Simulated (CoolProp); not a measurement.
Fluorine along the isotherm 79.6 K: density (kg/m³) from the reference equation and from simpler models built on Tc = 144.4 K, pc = 5.240 MPa, ω = 0.045; each cubic takes its own stable root.

Model: reference Helmholtz-energy equation of state, de Reuck 1990, in CoolProp.

```csv
p (MPa),phase,reference
0.291,liquid,1540
0.582,liquid,1540
0.873,liquid,1541
1.16,liquid,1542
1.46,liquid,1542
1.75,liquid,1543
2.04,liquid,1544
2.33,liquid,1544
2.62,liquid,1545
```

Question: How far does each simpler model (van der Waals, Redlich-Kwong, Peng-Robinson) lie from the reference over these 9 states: mean and median of the absolute difference, and the worst?

Answer: 
- van der Waals: mean 31.3 %, median 31.3 %, worst -31.5 % at 79.6 K and 0.291 MPa
- Redlich-Kwong: mean 1.4 %, median 1.4 %, worst +1.4 % at 79.6 K and 2.62 MPa
- Peng-Robinson: mean 13.3 %, median 13.4 %, worst +13.3 % at 79.6 K and 2.62 MPa
